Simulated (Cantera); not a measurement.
Feed: 1 mol AlN, 270 mol H2, 19 mol HCl, held at 1525 K and 0.0133 bar.

Cantera equilibrium calculation (NASA polynomials, part measured and part estimated; ideal gas, pure solids and liquids). Candidate condensed phases: Al, AlCl3, AlN, NH4Cl; 20 gas species. The tables' values for AlCl2 are old estimates; treat these amounts as uncertain. Kinetics and transport are ignored.

Base state: H2 0.936, HCl 0.0589, N2 0.00173, AlCl 0.00155, AlCl3 0.00136, AlCl2 0.000545, H 0.000198, Cl 1.00e-5 (mole fractions); condensed: gas only.

**Question.** What changes in the equilibrium state with this change: temperature from 1525 K to 1250 K?

**Answer.** 
```json
[
 {"species": "H2", "before": "0.936", "after": "0.939"},
 {"species": "HCl", "before": "0.0589", "after": "0.0554"},
 {"species": "AlCl3", "before": "0.00136", "after": "0.00340"},
 {"species": "AlCl", "before": "0.00155", "after": "1.28e-5"},
 {"species": "Cl", "before": "1.00e-5", "after": "2.05e-7"},
 {"species": "H", "before": "0.000198", "after": "4.06e-6"},
 {"species": "AlCl2", "before": "0.000545", "after": "4.24e-5"},
 {"species": "N2", "before": "0.00173", "after": "0.00173"}
]
```
